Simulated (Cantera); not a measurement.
Feed: 1 mol B2O3, 0.46 mol H2O, 0.22 mol N2, equilibrated at 7.20 mbar.

Cantera equilibrium calculation (NASA polynomials, part measured and part estimated; ideal gas, pure solids and liquids). Candidate condensed phases: B, BN, B2O3, B3O3H3, H2O; 39 gas species. Gases not in the tables: H3BO3. Kinetics and transport are ignored.

Question: Which condensed phases are stable at each of these points (T (K)): 825, 975, 1125, 1275, 1425, 1575, 1725, 1875, 2025, 2175, 2325?

Answer: 
```tsv
T (K)	condensed phases	B condensed (%)
825	B2O3(l)	99.6
975	B2O3(l)	99.8
1125	B2O3(l)	99.8
1275	B2O3(l)	99.2
1425	B2O3(l)	96.0
1575	B2O3(l)	85.1
1725	B2O3(l)	48.7
1875	gas only	0.0
2025	gas only	0.0
2175	gas only	0.0
2325	gas only	0.0
```

From 825 K to 1725 K the condensed part is B2O3(l). From 1875 K to 2325 K nothing is condensed.
